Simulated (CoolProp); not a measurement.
Saturation properties of carbon monoxide.

Model: reference Helmholtz-energy equation of state, Lemmon 2006, in CoolProp. It is a short technical equation, of lower accuracy than the large ones.

```csv
T (K),p (kPa),vapour density (kg/m³),enthalpy of vaporisation (kJ/kg),liquid cp (kJ/(kg K))
80.7,90.94,3.947,216.0,2.144
87,179.1,7.391,206.9,2.168
93.2,316.9,12.62,196.9,2.216
99.4,520.6,20.30,185.4,2.296
105.6,805.8,31.27,172.1,2.423
111.8,1189,46.84,156.1,2.630
118.1,1697,69.78,136.1,3.016
124.3,2334,104.7,109.8,3.913
130.5,3137,173.6,66.76,9.422
```

It boils at 81.6 K under 1 atm.
